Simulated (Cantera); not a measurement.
Source: NASA polynomial tables (part measured, part estimated), evaluated in Cantera. Values are per mole of reaction as written; species without (g) are pure solids or liquids, kept so even where they would boil at 1 bar.

Zr + O2(g) = ZrO2(g), with ΔH° = -286.2 kJ and ΔS° = 29.7 J/K at 300 K.

Question: How far is the shortcut ΔG° ≈ ΔH°(300 K) − T·ΔS°(300 K) from the full temperature-dependent value at 400, 600, 800, 1000, 1200, 1400, 1600, 1800, 2000, 2200, 2400 K?

Answer: 
```json
[
 {"T (K)": "400", "shortcut (kJ)": "-298.1", "full (kJ)": "-298.0", "difference (kJ)": "-0.1", "difference in log10 K": "0.02", "condensed phases": "Zr(α)"},
 {"T (K)": "600", "shortcut (kJ)": "-304.0", "full (kJ)": "-303.2", "difference (kJ)": "-0.8", "difference in log10 K": "0.07", "condensed phases": "Zr(α)"},
 {"T (K)": "800", "shortcut (kJ)": "-309.9", "full (kJ)": "-308.0", "difference (kJ)": "-1.9", "difference in log10 K": "0.13", "condensed phases": "Zr(α)"},
 {"T (K)": "1000", "shortcut (kJ)": "-315.9", "full (kJ)": "-312.5", "difference (kJ)": "-3.4", "difference in log10 K": "0.18", "condensed phases": "Zr(α)"},
 {"T (K)": "1200", "shortcut (kJ)": "-321.8", "full (kJ)": "-316.3", "difference (kJ)": "-5.5", "difference in log10 K": "0.24", "condensed phases": "Zr(β)"},
 {"T (K)": "1400", "shortcut (kJ)": "-327.7", "full (kJ)": "-319.4", "difference (kJ)": "-8.4", "difference in log10 K": "0.31", "condensed phases": "Zr(β)"},
 {"T (K)": "1600", "shortcut (kJ)": "-333.7", "full (kJ)": "-322.2", "difference (kJ)": "-11.5", "difference in log10 K": "0.37", "condensed phases": "Zr(β)"},
 {"T (K)": "1800", "shortcut (kJ)": "-339.6", "full (kJ)": "-324.8", "difference (kJ)": "-14.8", "difference in log10 K": "0.43", "condensed phases": "Zr(β)"},
 {"T (K)": "2000", "shortcut (kJ)": "-345.6", "full (kJ)": "-327.1", "difference (kJ)": "-18.4", "difference in log10 K": "0.48", "condensed phases": "Zr(β)"},
 {"T (K)": "2200", "shortcut (kJ)": "-351.5", "full (kJ)": "-328.4", "difference (kJ)": "-23.1", "difference in log10 K": "0.55", "condensed phases": "Zr(l)"},
 {"T (K)": "2400", "shortcut (kJ)": "-357.4", "full (kJ)": "-328.1", "difference (kJ)": "-29.4", "difference in log10 K": "0.64", "condensed phases": "Zr(l)"}
]
```
The shortcut ignores heat capacities and the phase changes listed.
